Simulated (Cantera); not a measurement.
## CH₂F₂ + CH₄ + H₂ (fluorocarbon and chlorocarbon gases)

Feed: 1 mol CH₂F₂, 0.41 mol CH₄, 0.083 mol H₂.

These are equilibrium values from Cantera (NASA tables, ideal gas, pure condensed phases), not measurements of a reactor. Candidate condensed phases: C, C₆H₆, C₇H₈, C₈H₁₈; 95 gas species. The numbers say what is thermodynamically allowed, not how fast it happens.

Task: Map the stable condensed phases over T = 2573, 2623, 2673, 2723, 2773, 2823, 2873, 2923, 2973, 3023, 3073 K and P in Pa = 1, 5.2, 27, 140, 720, 3700, 19000, 100000.

Result: 
```
T in K \ P in Pa
              1    5.2     27    140    720   3700  19000 100000
   3073       A      A      A      A      A      B      B      B
   3023       A      A      A      A      B      B      B      B
   2973       A      A      A      A      B      B      B      B
   2923       A      A      A      A      B      B      B      B
   2873       A      A      A      B      B      B      B      B
   2823       A      A      A      B      B      B      B      B
   2773       A      A      B      B      B      B      B      B
   2723       A      A      B      B      B      B      B      B
   2673       A      A      B      B      B      B      B      B
   2623       A      B      B      B      B      B      B      B
   2573       A      B      B      B      B      B      B      B
```
A: gas only; B: C.
